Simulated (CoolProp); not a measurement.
The fluid at 398.89 K and 0.146 MPa flows at 13 m/s in a round tube of 100 mm bore and 0.25 µm roughness, fully developed (64/Re and Nu = 3.66 if laminar; Colebrook and Gnielinski if turbulent). The same conditions are run with several fluids, on thermodynamics alone (safety and materials aside).

Model: reference Helmholtz-energy equation of state of each fluid (water: Wagner 2002; R134a: Tillner-Roth 1994; n-butane: Bücker 2006; R404A: Lemmon 2003; R507A: Lemmon 2003), in CoolProp. Blends and air are pseudo-pure fits.

Problem. Rank water, R134a, n-butane, R404A, R507A by Reynolds number, highest first.

Solution. R134a (376000), R507A (352000), R404A (349000), n-butane (342000), water (79400)

```
fluid     Darcy friction factor  pressure drop (Pa/m)  heat-transfer coefficient (W/(m² K))  mass flow (kg/h)
--------  ---------------------  --------------------  ------------------------------------  ----------------
water                    0.0189                  12.9                                  50.2               296
R134a                    0.0139                  53.3                                   114              1670
n-butane                 0.0141                  31.1                                   141               956
R404A                    0.0141                  51.6                                   111              1590
R507A                    0.0141                  52.2                                   111              1610
```

Transport values come from each fluid's own correlations; those of R134a are estimates that may be off by 10 % or more.
